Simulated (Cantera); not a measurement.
# Thermodynamics of titanium nitride, carbide and oxide coatings, feed TiCl4 + C3H8

Input: 1 mol TiCl4, 2.3 mol C3H8, held at 13.3 mbar.

Method: chemical equilibrium by Gibbs-energy minimisation in Cantera with the NASA 1993 tables (ideal gas, pure condensed phases). Candidate condensed phases: C, C6H6, C7H8, C8H18, Ti, TiC, TiCl2, TiCl3, TiCl4; 96 gas species. The tables' values for TiCl2 are old estimates; treat these amounts as uncertain. TiC: taken at fixed stoichiometry. The numbers say what is thermodynamically allowed, not how fast it happens.

From 975 °C to 1875 °C the condensed part is C(graphite) + TiC(s).

```
T (°C)  log p H2  log p HCl  log p H  log p Cl  log p TiCl4  log p TiCl3  log p C2H2 (acetylene)  log p TiCl2  n C(graphite)  n TiC(s)
------  --------  ---------  -------  --------  -----------  -----------  ----------------------  -----------  -------------  --------
975        -2.05      -2.38    -7.35     -7.76        -4.02        -4.04                   -8.66        -7.31           6.06     0.844
1075       -2.06      -2.35    -6.66     -7.04        -4.49        -4.16                   -7.98        -6.83           5.98     0.915
1175       -2.06      -2.34    -6.07     -6.43        -4.96        -4.30                   -7.38        -6.45           5.95     0.949
1275       -2.06      -2.33    -5.54     -5.91        -5.39        -4.45                   -6.87        -6.13           5.93     0.966
1375       -2.06      -2.33    -5.08     -5.45        -5.78        -4.58                   -6.41        -5.86           5.92     0.976
1475       -2.07      -2.33    -4.67     -5.05        -6.13        -4.71                   -6.01        -5.62           5.92     0.981
1575       -2.07      -2.33    -4.31     -4.69        -6.44        -4.82                   -5.66        -5.41           5.91     0.984
1675       -2.07      -2.33    -3.98     -4.37        -6.73        -4.93                   -5.34        -5.23           5.91     0.985
1775       -2.07      -2.34    -3.69     -4.08        -7.00        -5.04                   -5.05        -5.07           5.90     0.985
1875       -2.08      -2.35    -3.42     -3.82        -7.26        -5.15                   -4.80        -4.93           5.89     0.983
```
log p: log10 of the partial pressure in bar; n: condensed amount in mol.
